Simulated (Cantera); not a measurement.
An isothermal, constant-pressure homogeneous reactor starts with CH₄ : CO₂ : H₂ = 1 : 0.46 : 0.12 (molar parts), at 2150 K and 82.5 Torr.

Cantera simulation using GRI-Mech 3.0 (53 species, 325 reactions); the numbers are that mechanism's predictions, not measurements. GRI-Mech 3.0 stops at C3 and has no aromatics, soot or wall deposition, so with more carbon than oxygen in the feed, carbon stays in small species such as C2H2 where larger ones or solid carbon would form.

x: mole fraction; the columns are a selection and need not sum to one.

```tsv
t (s)	x CH₄	x CO₂	x H₂	x H	x CH₃	x CH₂O
0.000200	0.238	0.208	0.373	0.00284	0.0294	0.000211
0.000812	0.0505	0.0957	0.497	0.00421	0.00797	3.77e-5
0.00330	0.00946	0.0123	0.491	0.00594	0.00221	8.68e-6
0.0134	0.00519	0.00448	0.556	0.00715	0.00129	1.86e-6
0.0544	?	?	0.598	0.00929	?	?
0.221	0.000103	1.62e-8	0.600	0.00993	3.29e-5	8.02e-9
0.896	0.000101	1.49e-8	0.600	0.00993	3.20e-5	8.02e-9
3.64	0.000101	1.49e-8	0.600	0.00993	3.20e-5	8.02e-9
14.8	0.000101	1.49e-8	0.600	0.00993	3.20e-5	8.02e-9
60.0	0.000101	1.49e-8	0.600	0.00993	3.20e-5	8.02e-9
```

### Question
What belongs in the gaps?

### Answer

- 0.0544, x CH₄: 0.00109
- 0.0544, x CO₂: 0.000228
- 0.0544, x CH₃: 0.000325
- 0.0544, x CH₂O: 3.10e-8
